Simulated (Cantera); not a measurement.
# SiH4 + H2O + N2 (silicon oxide and oxynitride deposition)

Charge: 1 mol SiH4, 0.61 mol H2O, 23 mol N2, at 2.10 mbar.

These are equilibrium values from Cantera (NASA tables, ideal gas, pure condensed phases), not measurements of a reactor. Candidate condensed phases: H2O, Si, SiO2, Si2N2O, Si3N4; 35 gas species. N2 is the only nitrogen source here; it is nearly inert below about 1500 K, so the nitride shown seldom forms there in practice. Mutual solubility and eutectic melting of coexisting phases are not modelled. The tables' values for SiN are old estimates; treat these amounts as uncertain. The tables hold silica as quartz up to 1696 K and as liquid above; real silica turns to tridymite and cristobalite and melts near 1996 K. The numbers say what is thermodynamically allowed, not how fast it happens.

```csv
T (K),log p N2,log p H2,log p SiO,log p H,n SiO2(β-quartz),n Si2N2O(s),n Si(l)
948,-2.73,-3.66,<-14,-11.11,0.0733,0.463,0
1048,-2.73,-3.66,-12.34,-9.94,0.0733,0.463,0
1148,-2.73,-3.66,-10.13,-8.98,0.0733,0.463,0
1248,-2.73,-3.66,-8.29,-8.16,0.0732,0.463,0
1348,-2.73,-3.66,-6.72,-7.47,0.0725,0.463,0
1448,-2.73,-3.66,-5.37,-6.87,0.0562,0.446,0
1548,-2.73,-3.67,-4.74,-6.35,0,0.390,0
1648,-2.73,-3.67,-4.74,-5.88,0,0.388,0
1748,-2.74,-3.68,-4.31,-5.48,0,0,0.369
1848,-2.74,-3.69,-4.31,-5.12,0,0,0.303
```
log p: log10 of the partial pressure in bar; n: condensed amount in mol.

From 948 K to 1448 K the condensed part is SiO2(β-quartz) + Si2N2O(s). From 1548 K to 1648 K the condensed part is Si2N2O(s). From 1748 K to 1848 K the condensed part is Si(l).
